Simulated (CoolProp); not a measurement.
Saturation properties of nitrogen.

Values from CoolProp's reference Helmholtz-energy equation of state, Span 2000.

```tsv
T (°C)	p (MPa)	liquid density (kg/m³)	enthalpy of vaporisation (kJ/kg)	liquid cp (kJ/(kg K))	liquid viscosity (µPa s)
-181.15	0.4262	734.5	177.0	2.166	96.5
-178.05	0.5447	717.7	171.2	2.214	87.7
-174.85	0.6904	699.5	164.7	2.277	79.7
-171.75	0.8565	680.8	157.8	2.356	72.7
-168.65	1.049	660.9	150.1	2.459	66.3
-165.55	1.272	639.4	141.6	2.598	60.3
-162.45	1.526	616.0	132.0	2.794	54.8
-159.35	1.815	589.8	121.0	3.085	49.4
-156.25	2.142	559.7	108.1	3.565	44.0
-153.15	2.511	523.4	92.04	4.508	38.4
```

It boils at -195.8 °C under 1 atm.

Viscosity comes from a separate model (Lemmon 2004).
